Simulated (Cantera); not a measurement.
An isothermal plug-flow reactor at 650 K and 3.60 bar (inlet), inlet velocity 0.29 m/s, active area per volume 1800 1/m; feed 1.98 % H2, 19.8 % O2, 78.2 % N2, equivalence ratio 0.050.

Cantera simulation using Deutschmann's 1995 Pt surface mechanism with GRI-Mech 3.0 gas chemistry; the numbers are that mechanism's predictions, not measurements. Catalytic surfaces can have several steady states; this one follows from the mechanism file's or the stated starting coverage. Mass transfer to the wall is taken as infinitely fast.

Q: Predict: x(H2) at z = 0.0061 m; x(O2) at z = 0.0061 m; x(H2O) at z = 0.0061 m; θ(free Pt) at the exit; θ(O*) at the exit; θ(OH*) at the exit.

A: 
```
Property                 Result
----------------------  -------
x(H2) at z = 0.0061 m   6.41e-5
x(O2) at z = 0.0061 m     0.190
x(H2O) at z = 0.0061 m   0.0199
θ(free Pt) at the exit  0.00138
θ(O*) at the exit         0.996
θ(OH*) at the exit      0.00280
```
